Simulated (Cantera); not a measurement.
An isothermal, constant-pressure homogeneous reactor starts with CH₄ : CO₂ = 1 : 2.9 (molar parts), at 1875 K and 760 Torr.

Computed with Cantera and GRI-Mech 3.0 (53 species, 325 reactions).

One state of this run: x CH₄ = 5.42e-9; x CO₂ = 0.142; x O₂ = 1.41e-8; x H = 0.000262; x CH₃ = 1.78e-10; x HO₂ = 9.30e-12. x: mole fraction; the columns are a selection and need not sum to one.

Which value of t (s) does it belong to?
A) 3.06
B) 0.468
C) 1.20
D) 0.000256

B, 0.468
